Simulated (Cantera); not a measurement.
**BF3 + H2O + H2 + NH3 (boron, boron nitride and boron oxide)**

Input: 1 mol BF3, 1.7 mol H2O, 0.31 mol H2, 1.7 mol NH3, equilibrated at 2.90 mbar.

Method: chemical equilibrium by Gibbs-energy minimisation in Cantera with the NASA 1993 tables (ideal gas, pure condensed phases). Candidate condensed phases: B, BN, B2O3, B3O3H3, H2O; 62 gas species. The tables' values for BF2 are old estimates; treat these amounts as uncertain. Gases not in the tables: H3BO3. The numbers say what is thermodynamically allowed, not how fast it happens.

At 952 °C the condensed part is B2O3(l). From 1002 °C to 1502 °C nothing is condensed.

```csv
T (°C),x H2,x HF,x N2,x H2O,x BOF,x BF3,x HBO2,n B2O3(l)
952,0.412,0.238,0.122,0.122,0.0512,0.0420,0.00764,0.0911
1002,0.400,0.233,0.119,0.115,0.0871,0.0297,0.0129,0
1052,0.394,0.250,0.117,0.103,0.103,0.0195,0.0131,0
1102,0.391,0.263,0.116,0.0945,0.111,0.0117,0.0128,0
1152,0.389,0.271,0.115,0.0892,0.116,0.00674,0.0126,0
1202,0.387,0.276,0.115,0.0860,0.119,0.00380,0.0125,0
1252,0.387,0.279,0.115,0.0842,0.120,0.00215,0.0125,0
1302,0.386,0.281,0.115,0.0831,0.121,0.00123,0.0126,0
1352,0.386,0.282,0.115,0.0824,0.121,0.000727,0.0128,0
1402,0.385,0.282,0.115,0.0819,0.121,0.000439,0.0129,0
1452,0.384,0.283,0.115,0.0815,0.121,0.000272,0.0130,0
1502,0.384,0.283,0.115,0.0811,0.121,0.000173,0.0132,0
```
x: gas mole fraction; n: condensed amount in mol.
